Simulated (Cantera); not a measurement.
Mixture: CH₄ : H₂ : O₂ : N₂ = 1 : 0.24 : 1.25 : 4.69 (molar parts), at 9.87 atm, adiabatic and at constant pressure. Ignition delay is the time to a rise of 400 K.

Cantera simulation using GRI-Mech 3.0 (53 species, 325 reactions); the numbers are that mechanism's predictions, not measurements.

**Question.** What does this change do: pressure from 9.87 atm to 0.918 atm?

**Answer.** 
```
quantity                                                before       after
--------------------------------------------------  ----------  ----------
delay at 1275 K                                       0.478 ms     4.57 ms
delay at 1350 K                                       0.276 ms     2.21 ms
delay at 1425 K                                       0.159 ms     1.12 ms
delay at 1500 K                                        91.8 µs    0.598 ms
delay at 1575 K                                        53.2 µs    0.340 ms
delay at 1650 K                                        31.4 µs    0.205 ms
apparent activation energy between 1500 and 1650 K  150 kJ/mol  150 kJ/mol
```

**Question.** What does this change do: N2 4.69 to 3.2 parts?

**Answer.** 
| quantity | before | after |
|---|---|---|
| delay at 1275 K | 0.478 ms | 0.347 ms |
| delay at 1350 K | 0.276 ms | 0.199 ms |
| delay at 1425 K | 0.159 ms | 0.115 ms |
| delay at 1500 K | 91.8 µs | 66.5 µs |
| delay at 1575 K | 53.2 µs | 38.9 µs |
| delay at 1650 K | 31.4 µs | 23.2 µs |
| apparent activation energy between 1500 and 1650 K | 150 kJ/mol | 140 kJ/mol |
